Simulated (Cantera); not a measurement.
Charge: 1 mol C2H5OH, 0.18 mol CO2, 38 mol H2, held at 750 Torr.

Method: chemical equilibrium by Gibbs-energy minimisation in Cantera with the NASA 1993 tables (ideal gas, pure condensed phases). Candidate condensed phases: C, C6H6, C7H8, C8H18, H2O; 110 gas species. Rates play no part.

Q: At 775 °C, list the 5 most abundant gas species with their mole fractions, and the condensed phases.

A: H2 0.939, CH4 0.0283, CO 0.0248, H2O 0.00794, CO2 0.000249. Condensed: gas only.
